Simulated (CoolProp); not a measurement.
R11 along the isotherm 500 K: density (kg/m³) from the reference equation and from simpler models built on Tc = 471.1 K, pc = 4.408 MPa, ω = 0.189; each cubic takes its own stable root.

Values from CoolProp's reference Helmholtz-energy equation of state, Jacobsen 1992.

```json
[
 {"p (MPa)": "0.441", "phase": "gas", "reference": "14.99", "ideal gas": "14.57", "van der Waals": "14.96", "Soave-Redlich-Kwong": "15.00"},
 {"p (MPa)": "0.882", "phase": "gas", "reference": "30.92", "ideal gas": "29.14", "van der Waals": "30.80", "Soave-Redlich-Kwong": "30.94"},
 {"p (MPa)": "1.32", "phase": "gas", "reference": "47.82", "ideal gas": "43.62", "van der Waals": "47.53", "Soave-Redlich-Kwong": "47.84"},
 {"p (MPa)": "1.76", "phase": "gas", "reference": "66.08", "ideal gas": "58.16", "van der Waals": "65.53", "Soave-Redlich-Kwong": "66.08"},
 {"p (MPa)": "2.2", "phase": "gas", "reference": "85.92", "ideal gas": "72.69", "van der Waals": "85.00", "Soave-Redlich-Kwong": "85.83"},
 {"p (MPa)": "2.64", "phase": "gas", "reference": "107.7", "ideal gas": "87.23", "van der Waals": "106.3", "Soave-Redlich-Kwong": "107.4"},
 {"p (MPa)": "3.09", "phase": "gas", "reference": "132.5", "ideal gas": "102.1", "van der Waals": "130.5", "Soave-Redlich-Kwong": "131.8"},
 {"p (MPa)": "3.53", "phase": "gas", "reference": "160.0", "ideal gas": "116.6", "van der Waals": "157.4", "Soave-Redlich-Kwong": "158.6"},
 {"p (MPa)": "3.97", "phase": "gas", "reference": "191.8", "ideal gas": "131.2", "van der Waals": "188.9", "Soave-Redlich-Kwong": "189.2"},
 {"p (MPa)": "4.41", "phase": "supercritical", "reference": "229.8", "ideal gas": "145.7", "van der Waals": "227.6", "Soave-Redlich-Kwong": "225.0"},
 {"p (MPa)": "4.85", "phase": "supercritical", "reference": "277.0", "ideal gas": "160.3", "van der Waals": "279.6", "Soave-Redlich-Kwong": "268.4"},
 {"p (MPa)": "5.29", "phase": "supercritical", "reference": "338.8", "ideal gas": "174.8", "van der Waals": "361.7", "Soave-Redlich-Kwong": "322.9"},
 {"p (MPa)": "5.73", "phase": "supercritical", "reference": "422.8", "ideal gas": "189.3", "van der Waals": "465.8", "Soave-Redlich-Kwong": "392.7"},
 {"p (MPa)": "6.17", "phase": "supercritical", "reference": "525.4", "ideal gas": "203.9", "van der Waals": "526.0", "Soave-Redlich-Kwong": "472.1"},
 {"p (MPa)": "6.61", "phase": "supercritical", "reference": "618.1", "ideal gas": "218.4", "van der Waals": "562.9", "Soave-Redlich-Kwong": "542.0"}
]
```
